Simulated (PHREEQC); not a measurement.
Hard or scaling water: an equilibrium model

Consider water at 25 °C with 0.032 mmol/kgw CaSO4, 16 mmol/kgw NaF and 0.0068 mmol/kgw H4SiO4. Closed to the air; pH follows from the charge balance.

Equilibrium calculation in PHREEQC: ion-association model, wateq4f.dat.

Precipitation was switched off in this run.

Q: What pH does the model give?

A: pH 7.63.

Q: In which forms is Ca present?

A: Ca+2 92 %, CaF+ 7.8 % of the Ca.

Saturation is exceeded, for instance for Fluorite; the values hold only as long as no solid forms. SiF6-2 is the database's only silicon fluoride.
